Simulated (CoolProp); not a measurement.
Model: reference Helmholtz-energy equation of state, Younglove 1994, in CoolProp. It is a modified Benedict-Webb-Rubin equation, recast in Helmholtz form.

**Question.** Give the vapour pressure (MPa), enthalpy of vaporisation (kJ/kg), liquid conductivity (mW/(m K)) of saturated R123 at 316.4, 376.2, 384.8 K.

**Answer.** 
| T (K) | p (MPa) | enthalpy of vaporisation (kJ/kg) | liquid conductivity (mW/(m K)) |
|---|---|---|---|
| 316.4 | 0.172 | 164 | 71.5 |
| 376.2 | 0.840 | 132 | 57.5 |
| 384.8 | 1.01 | 126 | 55.7 |

Thermal conductivity comes from a separate model (Laesecke 1996).
